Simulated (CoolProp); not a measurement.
A Linde-Hampson liquefier for dry air: isothermal reversible compression at 230 K from 1 atm to 20 MPa, throttling to 1 atm, return gas leaving the recuperator 2 K below the feed. Each further row changes one setting.

Computed with CoolProp (reference Helmholtz-energy equation of state, Lemmon 2000). It is a pseudo-pure fit of the blend.

```csv
case,liquid yield per pass,compression work (kJ/kg of gas)
as stated,0.169,337
high pressure 40 MPa,0.205,384
warm-end temperature 260 K,0.119,388
warm-end gap 7 K,0.157,337
```
